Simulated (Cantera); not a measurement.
Input (Python, Cantera) and output of one run.

```python
import numpy as np
import cantera as ct

gas_names = """
    B BH BH2 BH3 BN BO BO2 B2 B2O B2O2 B2O3 B3O3H3 H HBO HBO2 HNO HNO2 HNO3 HO2 H2 H2O H2O2 H3B3O6 N NH
    NH2 NH3 NH2OH NO NO2 NO3 N2 N2H2 N2H4 N2O O OH O2 O3
""".split()
cond_names = """
    B(b) B(L) BN(s) B2O3(L) B3O3H3(cr) H2O(s) H2O(L)
""".split()


# ... load() reads the species with a 1 bar reference pressure and builds the phases ...
atoms = {
    'B2O3': {'B': 2, 'O': 3},
    'NH3': {'N': 1, 'H': 3},
    'H2': {'H': 2},
}
top_T = {'BN(s)': 3200}  # K; cautious upper limits of use, not melting points


# ... equilibrate(T, P, feed) seeds the gas with the atoms and calls Mixture.equilibrate('TP', solver="vcs", rtol=1e-11, max_steps=5000) ...
results = []
feed = {'B2O3': 1, 'NH3': 2.3, 'H2': 42}  # mol
T = 1950  # K
for P in [10, 37, 140, 520, 1900, 7200, 27000, 100000]:
    mix = equilibrate(T, P, feed)
    results.append((T, P, feed, dict(zip(mix.species_names, mix.species_moles))))

top = {s: max(r[3][s] / sum(r[3][g] for g in gas_names) for r in results) for s in gas_names}
cols = sorted((s for s in top if top[s] > 1e-05), key=lambda s: -top[s])[:9]
seen = [c for c in cond_names if any(r[3].get(c, 0) > 1e-12 for r in results)]
print("log10 of partial pressures in bar; condensed amounts in mol")
print(f"{'P/Pa':>10s}" + "".join(f"{s[:9]:>10s}" for s in cols + seen))
for T, P, feed, n in results:
    ng = sum(n[g] for g in gas_names)
    print(f"{P:10.4g}" + "".join(f"{np.log10(max(n[s] / ng * P / 1e5, 1e-99)):10.3f}" for s in cols)
          + "".join(f"{n.get(c, 0):10.4g}" for c in seen))
```

Result:

```
log10 of partial pressures in bar; condensed amounts in mol
      P/Pa        H2         H        N2       HBO        BO      HBO2       H2O      B2O3      B2O2
        10    -4.081    -4.981    -5.644    -6.106    -5.824    -5.937    -6.244    -6.646    -7.663
        37    -3.488    -4.685    -5.063    -5.401    -5.415    -5.340    -5.759    -5.936    -6.845
       140    -2.897    -4.389    -4.479    -4.732    -5.042    -4.750    -5.247    -5.270    -6.100
       520    -2.320    -4.101    -3.905    -4.109    -4.707    -4.177    -4.720    -4.649    -5.430
      1900    -1.754    -3.818    -3.340    -3.516    -4.397    -3.613    -4.183    -4.059    -4.811
      7200    -1.173    -3.527    -2.761    -2.921    -4.092    -3.034    -3.619    -3.465    -4.200
   2.7e+04    -0.598    -3.240    -2.186    -2.338    -3.797    -2.460    -3.052    -2.883    -3.610
     1e+05    -0.029    -2.955    -1.617    -1.765    -3.509    -1.891    -2.487    -2.311    -3.033
```

Method: chemical equilibrium by Gibbs-energy minimisation in Cantera with the NASA 1993 tables (ideal gas, pure condensed phases).
